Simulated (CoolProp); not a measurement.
Vapour pressure (bar) of p-xylene: the reference equation beside estimates from Tc = 343.0 °C, pc = 35.32 bar, ω = 0.324. Clausius-Clapeyron is anchored at 142.55 °C with a constant enthalpy of vaporisation of 35.43 kJ/mol.

The numbers come from the reference Helmholtz-energy equation of state, Zhou 2012 in CoolProp.

```tsv
T (°C)	reference	Clausius-Clapeyron	van der Waals	Redlich-Kwong	Soave-Redlich-Kwong
125.25	0.7048	0.7260	4.662	1.521	0.6933
142.55	1.133	1.133	5.849	2.244	1.124
159.75	1.739	1.703	7.213	3.185	1.739
176.95	2.571	2.480	8.768	4.381	2.589
194.25	3.688	3.521	10.54	5.875	3.736
211.45	5.131	4.867	12.51	7.684	5.225
228.65	6.968	6.578	14.69	9.846	7.124
245.85	9.264	8.717	17.11	12.39	9.500
263.15	12.11	11.36	19.77	15.37	12.44
280.35	15.56	14.54	22.66	18.77	15.98
```

Absolute difference from the reference over all 10 rows, mean and median: Clausius-Clapeyron 4.3 and 4.8 %, van der Waals 216.8 and 164.8 %, Redlich-Kwong 59.9 and 54.5 %, Soave-Redlich-Kwong 1.6 and 1.7 %.
